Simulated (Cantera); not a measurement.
Charge: 1 mol PbO, 0.28 mol O₂, 2.7 mol N₂, at 0.0100 bar.

Equilibrium computed with Cantera from the NASA thermochemical tables; the gas is ideal and each condensed phase is pure. Candidate condensed phases: Pb, PbO, PbO₂, Pb₃O₄; 12 gas species. Equilibrium is a limit: real reactors are often held back by kinetics, nucleation or transport.

Q: At 1125 K, list the 4 most abundant gas species with their mole fractions, and the condensed phases.

A: N₂ 0.905, O₂ 0.0938, PbO 0.00121, NO 7.60e-5. Condensed: PbO(yellow).
